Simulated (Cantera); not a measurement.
What does this Cantera script print?

```python
import numpy as np
import cantera as ct

gas_names = """
    F F2 H HF H2 H2F2 H3F3 H4F4 H5F5 H6F6 H7F7 Si SiF SiF2 SiF3 SiF4 SiH SiHF3 SiH2 SiH2F2 SiH3 SiH3F
    SiH4 Si2 Si3
""".split()
cond_names = """
    Si(cr) Si(L)
""".split()


# ... load() reads the species with a 1 bar reference pressure and builds the phases ...
atoms = {
    'Si': {'Si': 1},
    'F2': {'F': 2},
    'H2': {'H': 2},
}
top_T = {}  # K; cautious upper limits of use, not melting points


# ... equilibrate(T, P, feed) seeds the gas with the atoms and calls Mixture.equilibrate('TP', solver="vcs", rtol=1e-11, max_steps=5000) ...
results = []
feed = {'Si': 1, 'F2': 3.5, 'H2': 0.39}  # mol
T = 1598.15  # K
P = 5600  # Pa
mix = equilibrate(T, P, feed)
results.append((T, P, feed, dict(zip(mix.species_names, mix.species_moles))))
x = sorted(zip(gas.X, gas.species_names), reverse=True)
print(f"T = {T:g} K  P = {P:g} Pa  gas = {mix.phase_moles(0):.4g} mol")
print("   x: " + "  ".join(f"{s} {v:.3e}" for v, s in x if v > 1e-06))
print("   condensed (mol): " + ("  ".join(f"{mix.phase(i).name} {mix.phase_moles(i):.4g}"
      for i in range(1, mix.n_phases) if mix.phase_moles(i) > 1e-12) or "none"))
```

Result:

```
T = 1598.15 K  P = 5600 Pa  gas = 3.996 mol
   x: F 5.535e-01  SiF4 2.503e-01  HF 1.952e-01  F2 1.013e-03
   condensed (mol): none
```

These are equilibrium values from Cantera (NASA tables, ideal gas, pure condensed phases), not measurements of a reactor.
